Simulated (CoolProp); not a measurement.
Saturation properties of o-xylene (Tc = 357.1 °C, pc = 3.737 MPa, ω = 0.312).

Computed with CoolProp (reference Helmholtz-energy equation of state, Zhou 2012).

| T (°C) | p (MPa) | enthalpy of vaporisation (kJ/kg) | liquid viscosity (µPa s) | vapour viscosity (µPa s) |
|---|---|---|---|---|
| 120.25 | 0.05108 | 357.2 | 294 | 8.51 |
| 132.25 | 0.07269 | 350.1 | 269 | 8.76 |
| 144.35 | 0.1013 | 342.7 | 247 | 9.02 |
| 156.45 | 0.1380 | 335.1 | 228 | 9.28 |
| 168.45 | 0.1841 | 327.2 | 210 | 9.55 |
| 180.55 | 0.2418 | 318.9 | 195 | 9.82 |
| 192.55 | 0.3118 | 310.4 | 181 | 10.1 |
| 204.65 | 0.3971 | 301.3 | 168 | 10.4 |
| 216.75 | 0.4992 | 291.8 | 156 | 10.7 |

It boils at 144.4 °C under 1 atm.

Viscosity comes from a separate model (Cao 2016).
